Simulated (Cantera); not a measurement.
Counterflow diffusion flame

A counterflow diffusion flame at 290000 Pa, nozzles 20 mm apart: fuel side CH₃OH = 1 (molar parts) at 398 K, oxidiser side O₂ : N₂ = 0.21 : 0.79 (molar parts) at 550 K, fuel mass flux 1.3 times the oxidiser's; mixture-averaged transport, no radiation.

Detailed kinetics in Cantera: GRI-Mech 3.0 (53 species, 325 reactions). GRI-Mech 3.0 was tuned for natural gas; its chemistry of methanol as a main component is partial and can be far from experiment. GRI-Mech 3.0 has no aromatics or soot, which form on the fuel side of real flames. The maximum strain rate includes the flame's own expansion and is several times the mean.

| oxidiser flux (kg/m²/s) | max strain (1/s) | mean strain (1/s) | T max (K) | peak x OH | peak x H | peak x NO | peak x CO | peak x C₂H₂ |
|---|---|---|---|---|---|---|---|---|
| 0.72 | 192 | 36.3 | 2309 | 0.00817 | 0.00299 | 0.000235 | 0.176 | 2.30e-5 |
| 1.2 | 309 | 60.6 | 2272 | 0.00862 | 0.00362 | 0.000166 | 0.174 | 3.50e-5 |
| 1.9 | 476 | 95.9 | 2233 | 0.00900 | 0.00427 | 0.000120 | 0.171 | 4.97e-5 |
| 3.2 | 780 | 162 | 2183 | 0.00936 | 0.00510 | 8.42e-5 | 0.168 | 7.21e-5 |
| 5.2 | 1240 | 262 | 2137 | 0.00969 | 0.00598 | 6.41e-5 | 0.165 | 9.93e-5 |
| 8.4 | 1960 | 424 | 2084 | 0.00980 | 0.00686 | 4.97e-5 | 0.161 | 0.000131 |
| 14 | 3190 | 707 | 2020 | 0.00968 | 0.00773 | 3.85e-5 | 0.156 | 0.000165 |
x: mole fraction; the columns are a selection and need not sum to one.
